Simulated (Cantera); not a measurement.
A Cantera script and what it prints.

```python
import numpy as np
import cantera as ct

gas_names = """
    F FO FO2 F2 F2O N NF NF2 NF3 NO NO2 NO3 N2 N2O O O2 O3 Si SiF SiF2 SiF3 SiF4 SiN SiO SiO2 Si2 Si2N
    Si3
""".split()
cond_names = """
    Si(cr) Si(L) SiO2(Lqz) SiO2(hqz) SiO2(L) Si2N2O(s) Si3N4(a)
""".split()


def load(file, names, dense=False):
    # The tables refer to 1 bar. Condensed volumes are neglected.
    table = {s.name: s for s in ct.Species.list_from_file(file)}
    out = []
    for n in names:
        d = dict(table[n].input_data)
        d["thermo"] = dict(d["thermo"], **{"reference-pressure": 1e5})
        if dense:
            d["equation-of-state"] = {"model": "constant-volume", "density": "1e6 g/cm^3"}
        out.append(ct.Species.from_dict(d))
    return out


gas = ct.Solution(thermo="ideal-gas", species=load("nasa_gas.yaml", gas_names))
cond = {s.name: ct.Solution(thermo="fixed-stoichiometry", species=[s], name=s.name)
        for s in load("nasa_condensed.yaml", cond_names, dense=True)}
atoms = {
    'SiO2': {'Si': 1, 'O': 2},
    'NF3': {'N': 1, 'F': 3},
    'N2': {'N': 2},
}
top_T = {'Si2N2O(s)': 2100, 'Si3N4(a)': 2400}  # K; cautious upper limits of use, not melting points


def equilibrate(T, P, feed):
    n = {}
    for name, mol in feed.items():
        for a, k in atoms[name].items():
            n[a] = n.get(a, 0.0) + k * mol
    gas.TPX = T, P, n
    mass = sum(n.values()) * gas.mean_molecular_weight
    gas.equilibrate("TP")
    valid = [c for c in cond.values() if c.min_temp <= T <= top_T.get(c.name, c.max_temp)]
    mix = ct.Mixture([(gas, mass / gas.mean_molecular_weight)] + [(c, 0.0) for c in valid])
    mix.T, mix.P = T, P
    mix.equilibrate("TP", solver="vcs", rtol=1e-11, max_steps=5000)
    return mix


results = []
feed = {'SiO2': 1, 'NF3': 0.75, 'N2': 69}  # mol
T = 750  # K
P = 60  # Pa
mix = equilibrate(T, P, feed)
results.append((T, P, feed, dict(zip(mix.species_names, mix.species_moles))))
print(gas.report(threshold=0.0001))
for i in range(1, mix.n_phases):
    print(f"{mix.phase(i).name:16s} {mix.phase_moles(i):12.5e} mol")
```

Output:

```
       temperature   750 K
          pressure   60 Pa
           density   0.00027569 kg/m^3
  mean mol. weight   28.653 kg/kmol
   phase of matter   gas

                          1 kg             1 kmol
                     ---------------   ---------------
          enthalpy             28495        8.1646e+05  J
   internal energy       -1.8914e+05       -5.4194e+06  J
           entropy            9867.3        2.8272e+05  J/K
    Gibbs function        -7.372e+06       -2.1123e+08  J
 heat capacity c_p            1103.8             31627  J/K
 heat capacity c_v            813.61             23312  J/K

                      mass frac. Y      mole frac. X     chem. pot. / RT
                     ---------------   ---------------   ---------------
                N2           0.96211           0.98404           -31.612
                O2         0.0089102         0.0079786           -38.094
              SiF4          0.028982         0.0079787           -308.47
     [  +25 minor]        1.8364e-07        1.7511e-07

Si(cr)            0.00000e+00 mol
SiO2(Lqz)         4.37500e-01 mol
Si2N2O(s)         0.00000e+00 mol
Si3N4(a)          0.00000e+00 mol
```

Method: chemical equilibrium by Gibbs-energy minimisation in Cantera with the NASA 1993 tables (ideal gas, pure condensed phases).
